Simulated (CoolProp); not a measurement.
Vapour-liquid equilibrium of ethane (1) + propane (2) at 0.127 MPa; x and y are mole fractions of (1).

Computed with CoolProp (multi-fluid Helmholtz-energy mixture model, Bücker 2006 and Lemmon 2009; pair parameters Kunz 2012).

Question: Give the bubble temperature and the first vapour's composition at x = 0.275, 0.35, 0.875. Is there an azeotrope?

Answer: x = 0.275: -60.1 °C, y = 0.747; x = 0.35: -64.1 °C, y = 0.816; x = 0.875: -81.7 °C, y = 0.988. No azeotrope shows between x = 0.05 and 0.95.

The pair parameters rest on a limited set of measurements; away from them the model extrapolates.
